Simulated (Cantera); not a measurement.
Hydrocarbon pyrolysis for carbon deposition

An isothermal, constant-pressure homogeneous reactor starts with C2H6 : N2 : H2O = 1 : 4.9 : 0.013 (molar parts), at 1650 K and 2.85 Torr.

Cantera simulation using GRI-Mech 3.0 (53 species, 325 reactions); the numbers are that mechanism's predictions, not measurements. GRI-Mech 3.0 stops at C3 and has no aromatics, soot or wall deposition, so with more carbon than oxygen in the feed, carbon stays in small species such as C2H2 where larger ones or solid carbon would form. Radical loss at walls, strong at low pressure, is not modelled.

```csv
t (s),x C2H6,x H2,x CH3,x H,x C2H4,x CH2,x C2H
3.00e-6,0.169,8.43e-9,0.000191,7.82e-8,2.02e-9,3.11e-11,<1e-12
1.18e-5,0.169,1.26e-7,0.000744,3.15e-7,7.78e-8,2.16e-9,<1e-12
4.60e-5,0.167,3.77e-6,0.00287,3.51e-6,4.00e-6,1.34e-7,<1e-12
0.000180,0.162,0.000287,0.0105,7.43e-5,0.000256,5.43e-6,<1e-12
0.000706,0.128,0.0118,0.0313,0.000640,0.0119,4.50e-5,1.58e-8
0.00277,0.0208,0.0816,0.0391,0.00200,0.0648,8.35e-5,1.84e-6
0.0108,0.000162,0.158,0.00622,0.000977,0.0293,1.48e-5,2.09e-6
0.0425,2.15e-5,0.186,0.00193,0.000387,0.00761,2.69e-6,9.17e-7
0.166,7.58e-6,0.199,0.00105,0.000252,0.00102,1.04e-6,6.04e-7
0.652,3.80e-6,0.212,0.000731,0.000245,0.000363,7.03e-7,5.72e-7
2.55,1.14e-6,0.233,0.000417,0.000319,0.000101,5.08e-7,7.17e-7
10.0,8.96e-8,0.249,0.000135,0.000535,1.49e-5,2.75e-7,1.17e-6
```
x: mole fraction; the columns are a selection and need not sum to one.

Equilibrium at this temperature and pressure: C2H6 1.44e-11, H2 0.254, CH3 1.50e-6, H 0.000748, C2H4 4.88e-6, CH2 4.34e-9, C2H 8.99e-7 (gas phase only).
